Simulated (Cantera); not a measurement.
Input: 1 mol Pb, a varied amount of O2, 31 mol N2, 1.7 mol H2, equilibrated at 1398 K and 1.00 bar.

Cantera equilibrium calculation (NASA polynomials, part measured and part estimated; ideal gas, pure solids and liquids). Candidate condensed phases: H2O, Pb, PbO, PbO2, Pb3O4; 27 gas species. Each liquid is taken as pure. Mutual solubility and eutectic melting of coexisting phases are not modelled. Gases not in the tables: (PbO)n polymers. Rates play no part.

Which condensed phases are stable at each of these points (n(O2) (mol)): 0.21, 0.41, 0.61, 0.81, 1, 1.2, 1.4, 1.6, 1.8, 2?


| n(O2) (mol) | condensed phases | Pb condensed (%) |
|---|---|---|
| 0.21 | Pb(l) | 71.9 |
| 0.41 | Pb(l) | 71.9 |
| 0.61 | Pb(l) | 71.9 |
| 0.81 | Pb(l) | 71.8 |
| 1 | Pb(l) + PbO(l) | 64.6 |
| 1.2 | Pb(l) + PbO(l) | 64.6 |
| 1.4 | PbO(l) | 92.4 |
| 1.6 | PbO(l) | 92.6 |
| 1.8 | PbO(l) | 92.6 |
| 2 | PbO(l) | 92.6 |

From 0.21 mol O2 to 0.81 mol O2 the condensed part is Pb(l). From 1 mol O2 to 1.2 mol O2 the condensed part is Pb(l) + PbO(l). From 1.4 mol O2 to 2 mol O2 the condensed part is PbO(l).
